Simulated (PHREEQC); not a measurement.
Model water analysis in mg/L, 20 °C, pH 2.32, pe 9.6:

```tsv
constituent	mg/L
Na	18.6
K	0.701
Ca	52
Mg	42.2
Cl	27.4
S(6) as SO4	752
Al	5.78
Br	7.09
Cd	0.48
Mn(2)	0.548
```

Na is adjusted to close the charge balance.
Valence states are taken as typed.

The numbers come from PHREEQC with the ion-association model, wateq4f.dat.

Problem. The ionic strength comes out as 0.0207 mol/kgw. What activity coefficients do HSO4-, AlSO4+, Al+3, Cd+2, Al(SO4)2- get?

Solution. HSO4- 0.87, AlSO4+ 0.87, Al+3 0.35, Cd+2 0.57, Al(SO4)2- 0.87.

No solid was allowed to form.
